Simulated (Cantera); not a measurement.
What does this Cantera script print?

```python
import numpy as np
import cantera as ct

gas_names = [...]  # 110 gases of nasa_gas.yaml made of C, H, O
cond_names = """
    C(gr) C6H6(L) C7H8(L) C8H18(L),n-octa H2O(s) H2O(L)
""".split()


# ... load() reads the species with a 1 bar reference pressure and builds the phases ...
atoms = {
    'CH3OH': {'C': 1, 'H': 4, 'O': 1},
    'H2': {'H': 2},
}
top_T = {'C(gr)': 4500}  # K; cautious upper limits of use, not melting points


# ... equilibrate(T, P, feed) seeds the gas with the atoms and calls Mixture.equilibrate('TP', solver="vcs", rtol=1e-11, max_steps=5000) ...
results = []
feed = {'CH3OH': 1, 'H2': 2.4}  # mol
T = 1198  # K
P = 190000  # Pa
mix = equilibrate(T, P, feed)
results.append((T, P, feed, dict(zip(mix.species_names, mix.species_moles))))
print(gas.report(threshold=1e-06))
for i in range(1, mix.n_phases):
    print(f"{mix.phase(i).name:16s} {mix.phase_moles(i):12.5e} mol")
```

Output:

```
       temperature   1198 K
          pressure   1.9e+05 Pa
           density   0.13357 kg/m^3
  mean mol. weight   7.0024 kg/kmol
   phase of matter   gas

                          1 kg             1 kmol
                     ---------------   ---------------
          enthalpy        5.4678e+05        3.8288e+06  J
   internal energy        -8.757e+05        -6.132e+06  J
           entropy             26502        1.8558e+05  J/K
    Gibbs function       -3.1203e+07        -2.185e+08  J
 heat capacity c_p            4629.5             32417  J/K
 heat capacity c_v            3442.1             24103  J/K

                      mass frac. Y      mole frac. X     chem. pot. / RT
                     ---------------   ---------------   ---------------
               CH4          0.028962          0.012641            -37.34
                CO            0.7019           0.17547           -38.289
               CO2          0.011006         0.0017512           -74.348
                H2            0.2301           0.79924           -17.555
               H2O          0.028021          0.010892           -53.615
     [ +105 minor]        4.0363e-06        1.1223e-06

C(gr)             0.00000e+00 mol
```

Equilibrium computed with Cantera from the NASA thermochemical tables; the gas is ideal and each condensed phase is pure.
